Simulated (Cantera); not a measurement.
Feed: 1 mol Al(CH₃)₃, 0.54 mol H₂O, 29 mol N₂, equilibrated at 20.0 Pa.

These are equilibrium values from Cantera (NASA tables, ideal gas, pure condensed phases), not measurements of a reactor. Candidate condensed phases: Al, AlN, Al₂O₃, C, C₆H₆, C₇H₈, C₈H₁₈, H₂O; 148 gas species. The feed counts by its element totals alone. Kinetics and transport are ignored.

Over these rows the condensed part is AlN(s) + C(graphite). Partial pressures as log10 of bar:

```
T (K)  1000/T (1/K)  log p Al  log p N₂  log p H₂  log p CO
-----  ------------  --------  --------  --------  --------
1400         0.7143     -9.91     -3.78     -4.53     -5.50
1425         0.7018     -9.49     -3.78     -4.53     -5.50
1450         0.6897         ?     -3.78     -4.53     -5.50
1475         0.6780     -8.70     -3.78     -4.53     -5.50
1500         0.6667     -8.32     -3.78     -4.53     -5.50
1525         0.6557     -7.96     -3.78     -4.53     -5.50
```

**Question.** Fit log p(Al) = a + b·(1000/T) to the five rows, give the apparent enthalpy, and predict the row at 1450 K.

**Answer.** Means: 1000/T = 0.6833, log p = -8.876. Sxy = -0.078857, Sxx = 0.0023687, so b = -33.29 and a = -8.876 − (-33.29)×0.6833 = 13.87.
Apparent enthalpy: −19.145 × (-33.29) = 637 kJ/mol. With the condensed phases at unit activity, AlN(s) = Al(g) + 1/2 N₂(g) links this pressure to the main gases: over the six rows their terms move log p by +0.00 in all, so the slope is close to that reaction's ΔH°. The five rows lie within 0.01 of the line.
Prediction at 1450 K: 13.87 + (-33.29)×0.6897 = -9.09. The computed value is -9.09, 0.00 from the line.
